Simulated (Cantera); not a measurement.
# NO annealing gas

An isothermal, constant-pressure homogeneous reactor starts with NO : N2 : H2O = 1 : 0.22 : 0.0026 (molar parts), at 1498 K and 0.780 bar.

Detailed kinetics in Cantera: GRI-Mech 3.0 (53 species, 325 reactions).

```
t (s)      x NO   x N2     x N2O     x NO2      x O2      x O
--------  -----  -----  --------  --------  --------  -------
8.00e-6   0.818  0.180   3.74e-8   1.29e-8  4.32e-12  2.44e-8
4.58e-5   0.818  0.180   2.14e-7   1.72e-7  6.11e-11  4.03e-8
0.000262  0.818  0.180   1.22e-6   1.17e-6  5.67e-10  4.12e-8
0.00150   0.818  0.180   6.89e-6   7.01e-6   8.87e-9  4.52e-8
0.00856   0.818  0.180   3.66e-5   4.24e-5   3.25e-7  6.88e-8
0.0490    0.817  0.180  0.000142  0.000261   2.67e-5  1.93e-7
0.280     0.815  0.181  0.000218  0.000568  0.000913  3.45e-7
1.60      0.803  0.187  0.000211  0.000841   0.00684  4.96e-7
9.17      0.739  0.219  0.000178   0.00154    0.0380  9.40e-7
52.4      0.509  0.334   8.31e-5   0.00206     0.153  1.79e-6
300       0.179  0.499   1.02e-5   0.00105     0.318  2.55e-6
```
x: mole fraction; the columns are a selection and need not sum to one.

Equilibrium at this temperature and pressure: NO 0.00147, N2 0.588, N2O 6.87e-8, NO2 9.70e-6, O2 0.408, O 2.87e-6 (gas phase only).
